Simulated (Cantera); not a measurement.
## Dilute partial oxidation

An isothermal, constant-pressure homogeneous reactor starts with CH₄ : O₂ : N₂ = 0.014 : 0.0052 : 1 (molar parts), equivalence ratio 5.4, at 1150 K and 1.01 bar.

Detailed kinetics in Cantera: GRI-Mech 3.0 (53 species, 325 reactions). GRI-Mech 3.0 stops at C3 and has no aromatics, soot or wall deposition, so with more carbon than oxygen in the feed, carbon stays in small species such as C2H2 where larger ones or solid carbon would form.

```tsv
t (s)	x CH₄	x O₂	x CH₂CO	x C₂H₆	x H	x HCN
8.00e-6	0.0137	0.00510	<1e-12	<1e-12	1.51e-12	<1e-12
3.06e-5	0.0137	0.00510	<1e-12	<1e-12	2.83e-12	<1e-12
0.000117	0.0137	0.00510	<1e-12	<1e-12	3.09e-12	<1e-12
0.000450	0.0137	0.00510	<1e-12	<1e-12	3.25e-12	<1e-12
0.00172	0.0137	0.00510	<1e-12	<1e-12	3.87e-12	<1e-12
0.00660	0.0137	0.00510	<1e-12	3.27e-11	6.21e-12	<1e-12
0.0253	0.0137	0.00510	<1e-12	3.68e-9	1.43e-11	<1e-12
0.0969	0.0137	0.00510	<1e-12	1.37e-7	2.28e-11	<1e-12
0.371	0.0137	0.00510	2.38e-11	9.30e-7	3.19e-11	<1e-12
1.42	0.0137	0.00509	9.99e-10	4.95e-6	7.70e-11	<1e-12
5.45	0.0136	0.00502	1.22e-7	3.13e-5	3.77e-10	<1e-12
20.9	0.0123	0.00416	2.08e-5	0.000129	5.16e-9	<1e-12
80.0	0.00790	6.47e-5	2.97e-6	6.55e-6	7.60e-9	2.52e-11
```
x: mole fraction; the columns are a selection and need not sum to one.

Equilibrium at this temperature and pressure: CH₄ 0.00188, O₂ <1e-12, CH₂CO 4.11e-10, C₂H₆ 8.77e-8, H 1.12e-8, HCN 0.00152 (gas phase only).
